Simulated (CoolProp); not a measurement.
Computed with CoolProp (reference Helmholtz-energy equation of state, Fiedler 2023).

**Question.** Give the vapour pressure (MPa), liquid density (kg/m³), vapour density (kg/m³), liquid cp (kJ/(kg K)) of saturated tetrahydrofuran at 83.55, 117.25 °C.

**Answer.** 
```json
[
 {"T (°C)": "83.55", "p (MPa)": "0.174", "liquid density (kg/m³)": "815", "vapour density (kg/m³)": "4.41", "liquid cp (kJ/(kg K))": "1.96"},
 {"T (°C)": "117.25", "p (MPa)": "0.417", "liquid density (kg/m³)": "773", "vapour density (kg/m³)": "10.1", "liquid cp (kJ/(kg K))": "2.11"}
]
```
